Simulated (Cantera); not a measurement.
# Thermodynamics of silicon nitride deposition, feed SiH2Cl2 + NH3 + H2

Input: 1 mol SiH2Cl2, 0.37 mol NH3, 6.8 mol H2, at 0.570 bar.

These are equilibrium values from Cantera (NASA tables, ideal gas, pure condensed phases), not measurements of a reactor. Candidate condensed phases: NH4Cl, Si, Si3N4; 28 gas species. Mutual solubility and eutectic melting of coexisting phases are not modelled. The tables' values for SiCl3, SiCl are old estimates; treat these amounts as uncertain. Gases not in the tables: Si2H6 and higher silanes. Equilibrium is a limit: real reactors are often held back by kinetics, nucleation or transport.

```
T (°C)  log p H2  log p HCl  log p SiCl2  log p SiCl4  log p SiHCl3  log p N2  log p SiCl3  n Si(s)  n Si3N4(s)  n Si(l)
------  --------  ---------  -----------  -----------  ------------  --------  -----------  -------  ----------  -------
902        -0.28      -1.71        -2.77        -1.78         -1.98     -7.89        -2.77    0.232      0.0925        0
1002       -0.29      -1.50        -2.29        -1.90         -2.09     -6.60        -2.51    0.257      0.0925        0
1102       -0.30      -1.36        -1.95        -2.14         -2.28     -5.49        -2.37    0.266      0.0925        0
1202       -0.31      -1.27        -1.74        -2.51         -2.57     -4.54        -2.39    0.260      0.0923        0
1302       -0.32      -1.24        -1.63        -2.97         -2.93     -3.71        -2.51    0.252      0.0909        0
1402       -0.32      -1.23        -1.58        -3.47         -3.31     -2.99        -2.68    0.262      0.0841        0
1502       -0.32      -1.20        -1.58        -3.93         -3.68     -2.23        -2.87        0      0.0443    0.399
```
log p: log10 of the partial pressure in bar; n: condensed amount in mol.

From 902 °C to 1402 °C the condensed part is Si(s) + Si3N4(s). At 1502 °C the condensed part is Si(l) + Si3N4(s). The main Si-bearing gas is SiCl4 at 902 °C and SiCl2 at 1502 °C. The share of Si in condensed phases is highest at 1102 °C (54.4 %) and lowest at 902 °C (50.9 %).
